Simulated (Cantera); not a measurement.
Counterflow diffusion flame

A counterflow diffusion flame at 0.987 atm, nozzles 20 mm apart: fuel side 66.2 % CO, 19.9 % H2, 13.9 % N2 at 473 K, oxidiser side 19.0 % O2, 81.0 % N2 at 600 K, fuel mass flux 0.82 times the oxidiser's; mixture-averaged transport, no radiation.

Model: GRI-Mech 3.0 (53 species, 325 reactions), integrated in Cantera. The maximum strain rate includes the flame's own expansion and is several times the mean.

| oxidiser flux (kg/m²/s) | max strain (1/s) | mean strain (1/s) | T max (K) | peak x OH | peak x H | peak x NO | peak x CO |
|---|---|---|---|---|---|---|---|
| 0.6 | 329 | 94.4 | 2045 | 0.00807 | 0.00910 | 7.78e-5 | 0.675 |
| 0.82 | 440 | 129 | 2007 | 0.00813 | 0.0102 | 6.39e-5 | 0.675 |
| 1.1 | 580 | 173 | 1969 | 0.00811 | 0.0114 | 5.44e-5 | 0.675 |
| 1.5 | 777 | 236 | 1927 | 0.00800 | 0.0127 | 4.66e-5 | 0.674 |
| 2 | 1020 | 315 | 1889 | 0.00787 | 0.0139 | 4.10e-5 | 0.674 |
| 2.8 | 1410 | 440 | 1842 | 0.00768 | 0.0155 | 3.55e-5 | 0.674 |
| 3.8 | 1880 | 598 | 1797 | 0.00740 | 0.0168 | 3.10e-5 | 0.674 |
x: mole fraction; the columns are a selection and need not sum to one.
